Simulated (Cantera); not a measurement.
SiHCl₃ + N₂ (silicon epitaxy and polysilicon growth)

Feed: 1 mol SiHCl₃, 11 mol N₂.

Equilibrium computed with Cantera from the NASA thermochemical tables; the gas is ideal and each condensed phase is pure. Candidate condensed phases: NH₄Cl, Si, Si₃N₄; 28 gas species. N₂ is the only nitrogen source here; it is nearly inert below about 1500 K, so the nitride shown seldom forms there in practice. The tables' values for SiCl₃ are old estimates. The numbers say what is thermodynamically allowed, not how fast it happens.

Stable condensed phases:

```
T in K \ P in Pa
            100    300    880   2600   7700  23000  68000 200000
   1773       A      A      A      A      A      A      B      B
   1748       A      A      A      A      A      A      B      B
   1723       A      A      A      A      A      B      B      B
   1698       A      A      A      A      A      B      B      B
   1673       A      A      A      A      A      B      B      B
   1648       A      A      A      A      B      B      B      B
   1623       A      A      A      A      B      B      B      B
   1598       A      A      A      A      B      B      B      B
   1573       A      A      A      B      B      B      B      B
   1548       A      A      A      B      B      B      B      B
   1523       A      A      A      B      B      B      B      B
   1498       A      A      B      B      B      B      B      B
   1473       A      A      B      B      B      B      B      B
   1448       A      B      B      B      B      B      B      B
```

A: gas only; B: Si₃N₄.
